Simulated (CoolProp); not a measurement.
Saturation properties of CH2F2 (R32).

Values from CoolProp's reference Helmholtz-energy equation of state, Tillner-Roth 1997.

```csv
T (°C),p (MPa),vapour density (kg/m³),liquid conductivity (mW/(m K))
-4.85,0.6940,18.86,158
0.15,0.8170,22.20,154
5.15,0.9559,26.01,150
10.15,1.112,30.37,146
15.15,1.286,…,142
20.05,1.477,40.92,138
25.05,1.692,47.41,134
30.05,…,…,130
35.05,…,63.44,126
39.95,2.475,73.16,121
```

Task: Some entries are withheld; supply them.

Result: 
- 15.15, vapour density (kg/m³): 35.35
- 30.05, p (MPa): 1.930
- 30.05, vapour density (kg/m³): 54.86
- 35.05, p (MPa): 2.193

It boils at -51.7 °C under 1 atm.

Thermal conductivity comes from a separate model (Huber 2003), an estimate that may be off by 10 % or more.
